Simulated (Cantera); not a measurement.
# Reactions in the system B-H-N

Cantera with NASA thermochemical tables; ideal gases at 1 bar, condensed phases pure. Values are per mole of reaction as written; species without (g) are pure solids or liquids, kept so even where they would boil at 1 bar.

NH₃(g) + B ⇌ BN + 3 H(g)

| T (K) | ΔH° (kJ) | ΔS° (J/K) | ΔG° (kJ) | log10 K | condensed phases |
|---|---|---|---|---|---|
| 2100 | 489.0 | 211.9 | 44.1 | -1.10 | B(s), BN(s) |
| 2200 | 489.9 | 212.3 | 22.9 | -0.54 | B(s), BN(s) |
| 2300 | 490.6 | 212.6 | 1.7 | -0.04 | B(s), BN(s) |
| 2400 | 441.0 | 191.5 | -18.5 | 0.40 | B(l), BN(s) |
| 2500 | 441.4 | 191.7 | -37.7 | 0.79 | B(l), BN(s) |
| 2600 | 441.8 | 191.8 | -56.9 | 1.14 | B(l), BN(s) |
| 2700 | 442.1 | 191.9 | -76.1 | 1.47 | B(l), BN(s) |
